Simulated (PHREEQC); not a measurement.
A solution holds 0.037 mol/kgw HCl, 0.28 mol/kgw Li2SO4 and 0.16 mol/kgw Na2SO4, at 25 °C. Closed to the air; pH follows from the charge balance.

The numbers come from PHREEQC with the ion-association model, wateq4f.dat.

Question: The ionic strength comes out as 1.00 mol/kgw. What activity coefficients do Na+, Li+, HSO4-, Cl-, SO4-2 get?

Answer: Na+ 0.72, Li+ 0.67, HSO4- 0.62, Cl- 0.60, SO4-2 0.15.

No solid was allowed to form. The ionic strength is past about 0.7 mol/kgw, beyond the range of this activity model, so the values are rough. Species that the database lacks are ignored.
